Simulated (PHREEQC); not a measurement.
A column of 0.5 m (30 cells, dispersivity 0.018 m, 3600 s a shift, diffusion coefficient 3e-10 m²/s) holds 0.098 eq of the database's cation exchanger X per kg of pore water, first in equilibrium with 0.0054 mol/kgw KBr and 1e-05 mol/kgw HCl. It is flushed with 94 mmol/kgw MgSO4, 0.39 mmol/kgw (NH4)2SO4 and 0.01 mmol/kgw HCl, at 40 °C. Values are for the last cell. The system is closed to CO2. Nothing may precipitate in this run.

Model: ion-association model, phreeqc.dat, run in PHREEQC.

| pore volumes | S in solution (mol/kgw) | Mg in solution (mol/kgw) | NH4 in solution (mol/kgw) |
|---|---|---|---|
| 0 | 0 | 0 | 0 |
| 0.4167 | 4.58e-5 | 0 | 0 |
| 0.95 | 0.0451 | 0.00507 | 1.29e-5 |
| 1.35 | 0.0845 | ___ | 0.000198 |
| 1.75 | 0.0932 | ___ | 0.000439 |
| 2.283 | 0.0943 | ___ | 0.000650 |
| 2.683 | 0.0944 | 0.0901 | 0.000725 |
| 3.083 | 0.0944 | 0.0924 | 0.000758 |
| 3.617 | 0.0944 | 0.0936 | 0.000774 |
| 4.017 | 0.0944 | 0.0939 | 0.000778 |

### Question
What belongs in the gaps?

### Answer

- 1.35, Mg in solution (mol/kgw): 0.0454
- 1.75, Mg in solution (mol/kgw): 0.0701
- 2.283, Mg in solution (mol/kgw): 0.0851

At this temperature some constants are extrapolated from 25 °C, and those without enthalpy data are left unchanged.
